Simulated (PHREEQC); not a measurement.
Make-up at 50 °C: 0.0042 mol Cu(NO3)2 and 0.32 mol FeCl3 per kg of water. Closed to the air; pH follows from the charge balance.

Equilibrium calculation in PHREEQC: ion-association model, phreeqc.dat.

```yaml
pH: 1.80
ionic_strength: 0.979 mol/kgw
activity_of_water: 0.983
total_alkalinity: -640 meq/kg
```

```csv
species,molality,activity,log γ
Cl-,0.635,0.379,-0.224
FeCl+2,0.227,0.0360,-0.800
FeCl2+,0.0465,0.0293,-0.200
Fe+3,0.0241,0.00152,-1.201
H+,0.0217,0.0160,-0.133
FeOH+2,0.0148,0.00234,-0.800
NO3-,0.00840,0.00455,-0.266
Fe2(OH)2+4,0.00314,5.69e-5,-1.742
CuCl+,0.00201,0.00119,-0.228
```

This is a speciation only: nothing precipitates in the calculation. Saturation is exceeded, for instance for Hematite (slow to form), Goethite (slow to form); the values hold only as long as no solid forms. Caution: at this ionic strength the ion-association model is outside its range; a Pitzer model would be the better tool where its parameters exist. Complexes and solids missing from the database can't appear. Away from 25 °C the constants follow the database's enthalpies or fits; those with neither stay at their 25 °C values.
